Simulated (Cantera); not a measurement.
Charge: 1 mol AlCl₃, 1 mol H₂O, 3.1 mol H₂, 0.35 mol O₂, held at 1850 K and 10.0 Torr.

Cantera equilibrium calculation (NASA polynomials, part measured and part estimated; ideal gas, pure solids and liquids). Candidate condensed phases: Al, AlCl₃, Al₂O₃, H₂O; 29 gas species. The tables' values for AlCl₂ are old estimates; treat these amounts as uncertain. Equilibrium is a limit: real reactors are often held back by kinetics, nucleation or transport.

Base state: HCl 0.531, H₂ 0.427, H₂O 0.0358, H 0.00305, Cl 0.00288, AlCl₃ 5.64e-5, AlCl 3.66e-5, AlCl₂ 2.76e-5 (mole fractions); condensed: Al₂O₃(s).

Question: What changes in the equilibrium state with this change: temperature from 1850 K to 1248 K?

Answer: 
```csv
species,before,after
HCl,0.531,0.536
H₂,0.427,0.429
H₂O,0.0358,0.0357
H,0.00305,2.65e-6
Cl,0.00288,2.83e-6
AlCl₃,5.64e-5,4.84e-7
AlCl,3.66e-5,<1e-9
AlCl₂,2.76e-5,<1e-9
OH,1.89e-5,2.25e-9
"Al₂O₃(s), mol",0.500,0.500
```

Question: What changes in the equilibrium state with this change: temperature from 1850 K to 2025 K?

Answer: 
| species | before | after |
|---|---|---|
| HCl | 0.531 | 0.519 |
| H₂ | 0.427 | 0.423 |
| H₂O | 0.0358 | 0.0365 |
| H | 0.00305 | 0.0108 |
| Cl | 0.00288 | 0.00987 |
| AlCl | 3.66e-5 | 0.000504 |
| AlOCl | 5.62e-6 | 6.47e-5 |
| AlCl₂ | 2.76e-5 | 0.000178 |
| OH | 1.89e-5 | 9.77e-5 |
| AlCl₃ | 5.64e-5 | 0.000116 |
| Al₂O₃(s), mol | 0.500 | 0.498 |
